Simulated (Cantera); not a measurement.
# Premixed flame

A freely propagating, adiabatic, planar premixed flame of CH₄ : O₂ : N₂ = 1 : 1.43 : 4.2 (molar parts), equivalence ratio 1.4, unburnt at 575 K and 0.132 atm; mixture-averaged transport, grid criteria slope 0.08 and curve 0.16, no radiation.

Model: GRI-Mech 3.0 (53 species, 325 reactions), integrated in Cantera. Burning velocities carry a grid error of a few per cent, more on coarse grids.

```tsv
z (mm)	T (K)	u (m/s)	x CH₄	x O₂	x CH₂O	x N₂O	x NO₂	x CH₂CO
-6.10	575	1.56	0.150	0.215	1.31e-7	<1e-8	<1e-8	<1e-8
-4.06	577	1.58	0.149	0.214	2.60e-6	<1e-8	<1e-8	1.01e-8
-3.05	587	1.61	0.148	0.212	1.52e-5	<1e-8	<1e-8	1.15e-7
-2.03	670	1.87	0.139	0.204	0.000126	<1e-8	<1e-8	3.19e-6
-1.02	1132	3.27	0.0956	0.161	0.000976	<1e-8	1.24e-8	8.87e-5
-0.508	1553	4.58	0.0518	0.110	0.00149	<1e-8	1.32e-8	0.000266
0	1925	5.77	0.0155	0.0559	0.000912	<1e-8	<1e-8	0.000265
0.508	2121	6.40	0.00255	0.0230	0.000300	<1e-8	<1e-8	8.38e-5
1.02	2186	6.59	0.000317	0.00925	6.41e-5	<1e-8	<1e-8	1.48e-5
2.03	2209	6.64	4.85e-6	0.00257	1.62e-6	<1e-8	<1e-8	4.47e-7
4.06	2217	6.65	<1e-8	0.00160	<1e-8	<1e-8	<1e-8	<1e-8
8.13	2223	6.66	<1e-8	0.00148	<1e-8	<1e-8	<1e-8	<1e-8
16.3	2233	6.69	<1e-8	0.00135	<1e-8	<1e-8	<1e-8	<1e-8
```
x: mole fraction of selected species; z is measured from the peak of heat release.

```json
{
 "laminar_burning_velocity": "156 cm/s",
 "thermal_thickness": "2.03 mm",
 "peak x(CH₂O)": "0.00149",
 "peak x(CH₂CO)": "0.000312",
 "grid_points": "150"
}
```
